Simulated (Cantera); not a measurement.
Cantera run:

```python
import numpy as np
import cantera as ct

gas_names = """
    CL CL2 H HCL H2 Si SiCL SiCL2 SiCL3 SiCL4 SiH SiHCL3 SiH2 SiH2CL2 SiH3 SiH3CL SiH4 Si2 Si3
""".split()
cond_names = """
    Si(cr) Si(L)
""".split()


def load(file, names, dense=False):
    # The tables refer to 1 bar. Condensed volumes are neglected.
    table = {s.name: s for s in ct.Species.list_from_file(file)}
    out = []
    for n in names:
        d = dict(table[n].input_data)
        d["thermo"] = dict(d["thermo"], **{"reference-pressure": 1e5})
        if dense:
            d["equation-of-state"] = {"model": "constant-volume", "density": "1e6 g/cm^3"}
        out.append(ct.Species.from_dict(d))
    return out


gas = ct.Solution(thermo="ideal-gas", species=load("nasa_gas.yaml", gas_names))
cond = {s.name: ct.Solution(thermo="fixed-stoichiometry", species=[s], name=s.name)
        for s in load("nasa_condensed.yaml", cond_names, dense=True)}
atoms = {
    'Si': {'Si': 1},
    'HCl': {'H': 1, 'CL': 1},
    'H2': {'H': 2},
}
top_T = {}  # K; cautious upper limits of use, not melting points


def equilibrate(T, P, feed):
    n = {}
    for name, mol in feed.items():
        for a, k in atoms[name].items():
            n[a] = n.get(a, 0.0) + k * mol
    gas.TPX = T, P, n
    mass = sum(n.values()) * gas.mean_molecular_weight
    gas.equilibrate("TP")
    valid = [c for c in cond.values() if c.min_temp <= T <= top_T.get(c.name, c.max_temp)]
    mix = ct.Mixture([(gas, mass / gas.mean_molecular_weight)] + [(c, 0.0) for c in valid])
    mix.T, mix.P = T, P
    mix.equilibrate("TP", solver="vcs", rtol=1e-11, max_steps=5000)
    return mix


results = []
feed = {'Si': 1, 'HCl': 2.3, 'H2': 0.25}  # mol
T = 1100  # K
P = 1100000  # Pa
mix = equilibrate(T, P, feed)
results.append((T, P, feed, dict(zip(mix.species_names, mix.species_moles))))
x = sorted(zip(gas.X, gas.species_names), reverse=True)
print(f"T = {T:g} K  P = {P:g} Pa  gas = {mix.phase_moles(0):.4g} mol")
print("   x: " + "  ".join(f"{s} {v:.3e}" for v, s in x if v > 1e-05))
print("   condensed (mol): " + ("  ".join(f"{mix.phase(i).name} {mix.phase_moles(i):.4g}"
      for i in range(1, mix.n_phases) if mix.phase_moles(i) > 1e-12) or "none"))
```

Result:

```
T = 1100 K  P = 1.1e+06 Pa  gas = 1.908 mol
   x: H2 6.482e-01  SiCL4 1.895e-01  SiHCL3 1.338e-01  HCL 1.354e-02  SiH2CL2 1.132e-02  SiCL3 2.800e-03  SiCL2 5.759e-04  SiH3CL 2.541e-04
   condensed (mol): Si(cr) 0.3546
```

These are equilibrium values from Cantera (NASA tables, ideal gas, pure condensed phases), not measurements of a reactor. The tables' values for SiCl3 are old estimates; treat these amounts as uncertain.
